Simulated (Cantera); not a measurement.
A freely propagating, adiabatic, planar premixed flame of CH₄ : O₂ : N₂ = 1 : 2 : 7.8 (molar parts), unburnt at 450 K and 1.00 bar; mixture-averaged transport, grid criteria slope 0.08 and curve 0.16, no radiation.

Computed with Cantera and GRI-Mech 3.0 (53 species, 325 reactions). Burning velocities carry a grid error of a few per cent, more on coarse grids.

How do the results move with these cheaper or finer settings: unity-Lewis-number transport; multicomponent transport; multicomponent+Soret transport; grid criteria slope 0.5, curve 1; grid criteria slope 0.25, curve 0.5; grid criteria slope 0.03, curve 0.06?


```json
[
 {"setting": "as above", "laminar burning velocity": "71.4 cm/s", "thermal thickness": "0.396 mm", "peak x(CH₂O)": "0.00101", "peak x(H)": "0.00731", "grid points": "155"},
 {"setting": "unity-Lewis-number transport", "laminar burning velocity": "52.5 cm/s", "thermal thickness": "0.456 mm", "peak x(CH₂O)": "0.000791", "peak x(H)": "0.00887", "grid points": "137"},
 {"setting": "multicomponent transport", "laminar burning velocity": "71.6 cm/s", "thermal thickness": "0.402 mm", "peak x(CH₂O)": "0.00102", "peak x(H)": "0.00735", "grid points": "156"},
 {"setting": "multicomponent+Soret transport", "laminar burning velocity": "70.6 cm/s", "thermal thickness": "0.403 mm", "peak x(CH₂O)": "0.00101", "peak x(H)": "0.00727", "grid points": "155"},
 {"setting": "grid criteria slope 0.5, curve 1", "laminar burning velocity": "76.0 cm/s", "thermal thickness": "0.433 mm", "peak x(CH₂O)": "0.00100", "peak x(H)": "0.00751", "grid points": "44"},
 {"setting": "grid criteria slope 0.25, curve 0.5", "laminar burning velocity": "73.9 cm/s", "thermal thickness": "0.411 mm", "peak x(CH₂O)": "0.00101", "peak x(H)": "0.00746", "grid points": "63"},
 {"setting": "grid criteria slope 0.03, curve 0.06", "laminar burning velocity": "70.2 cm/s", "thermal thickness": "0.395 mm", "peak x(CH₂O)": "0.00101", "peak x(H)": "0.00719", "grid points": "367"}
]
```
The base run took about 11 core-seconds (a rough figure).
Unity Lewis numbers drop preferential diffusion, which matters most where H2 and H carry the flame; Soret adds thermal diffusion.
